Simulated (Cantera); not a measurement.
A closed system holds: 1 mol C6H6, 0.066 mol NH3, 13 mol H2, equilibrated at 927 °C and 13.3 mbar.

Equilibrium computed with Cantera from the NASA thermochemical tables; the gas is ideal and each condensed phase is pure. Candidate condensed phases: C, C6H6, C7H8, C8H18; 92 gas species. Rates play no part.

Base state: H2 0.998, N2 0.00204, CH4 0.000210 (mole fractions); condensed: C(graphite).

What changes in the equilibrium state with this change: temperature from 927 °C to 2527 °C?


| species | before | after |
|---|---|---|
| H | 1.71e-6 | 0.493 |
| H2 | 0.998 | 0.483 |
| C2H2 (acetylene) | 1.02e-7 | 0.0161 |
| C3 | <1e-9 | 0.00237 |
| C2H | <1e-9 | 0.00207 |
| C | <1e-9 | 0.000494 |
| C(graphite), mol | 6.00 | 4.97 |
